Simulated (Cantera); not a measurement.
Input (Python, Cantera) and output of one run.

```python
import numpy as np
import cantera as ct

gas_names = """
    CL CL2 H HCL H2 N NH NH2 NH3 N2 N2H2 N2H4 Si SiCL SiCL2 SiCL3 SiCL4 SiH SiHCL3 SiH2 SiH2CL2 SiH3
    SiH3CL SiH4 SiN Si2 Si2N Si3
""".split()
cond_names = """
    NH4CL(a) NH4CL(b) Si(cr) Si(L) Si3N4(a)
""".split()


# ... load() reads the species with a 1 bar reference pressure and builds the phases ...
atoms = {
    'SiHCl3': {'Si': 1, 'H': 1, 'CL': 3},
    'NH3': {'N': 1, 'H': 3},
    'H2': {'H': 2},
}
top_T = {'Si3N4(a)': 2400}  # K; cautious upper limits of use, not melting points


# ... equilibrate(T, P, feed) seeds the gas with the atoms and calls Mixture.equilibrate('TP', solver="vcs", rtol=1e-11, max_steps=5000) ...
results = []
T = 1400  # K
P = 19  # Pa
for m in [0.11, 0.26, 0.57, 1.3, 2.8, 6.2, 14]:
    feed = {'SiHCl3': 1, 'NH3': m, 'H2': 1.9}  # mol
    mix = equilibrate(T, P, feed)
    results.append((T, P, feed, dict(zip(mix.species_names, mix.species_moles))))
    x = sorted(zip(gas.X, gas.species_names), reverse=True)
    print(f"T = {T:g} K  P = {P:g} Pa  n(NH3) = {m:g} mol  gas = {mix.phase_moles(0):.4g} mol")
    print("   x: " + "  ".join(f"{s} {v:.3e}" for v, s in x if v > 0.001))
    print("   condensed (mol): " + ("  ".join(f"{mix.phase(i).name} {mix.phase_moles(i):.4g}"
          for i in range(1, mix.n_phases) if mix.phase_moles(i) > 1e-12) or "none"))
```

Result:

```
T = 1400 K  P = 19 Pa  n(NH3) = 0.11 mol  gas = 4.107 mol
   x: H2 5.059e-01  SiCL2 2.374e-01  HCL 2.369e-01  N2 1.339e-02  SiCL3 5.420e-03
   condensed (mol): none
T = 1400 K  P = 19 Pa  n(NH3) = 0.26 mol  gas = 4.408 mol
   x: H2 5.221e-01  SiCL2 2.217e-01  HCL 2.212e-01  N2 2.949e-02  SiCL3 4.653e-03
   condensed (mol): none
T = 1400 K  P = 19 Pa  n(NH3) = 0.57 mol  gas = 4.993 mol
   x: H2 5.428e-01  HCL 2.179e-01  SiCL2 1.851e-01  N2 4.971e-02  SiCL3 3.752e-03
   condensed (mol): Si3N4(a) 0.0184
T = 1400 K  P = 19 Pa  n(NH3) = 1.3 mol  gas = 6.361 mol
   x: H2 5.756e-01  HCL 2.162e-01  SiCL2 1.236e-01  N2 8.155e-02  SiCL3 2.414e-03
   condensed (mol): Si3N4(a) 0.06566
T = 1400 K  P = 19 Pa  n(NH3) = 2.8 mol  gas = 9.244 mol
   x: H2 6.195e-01  HCL 1.887e-01  N2 1.242e-01  SiCL2 6.607e-02  SiCL3 1.086e-03
   condensed (mol): Si3N4(a) 0.1261
T = 1400 K  P = 19 Pa  n(NH3) = 6.2 mol  gas = 15.91 mol
   x: H2 6.672e-01  N2 1.703e-01  HCL 1.360e-01  SiCL2 2.579e-02
   condensed (mol): Si3N4(a) 0.1948
T = 1400 K  P = 19 Pa  n(NH3) = 14 mol  gas = 31.4 mol
   x: H2 7.050e-01  N2 2.068e-01  HCL 8.037e-02  SiCL2 7.497e-03
   condensed (mol): Si3N4(a) 0.2543
```

Cantera equilibrium calculation (NASA polynomials, part measured and part estimated; ideal gas, pure solids and liquids). The tables' values for SiCl3, SiCl are old estimates; treat these amounts as uncertain.
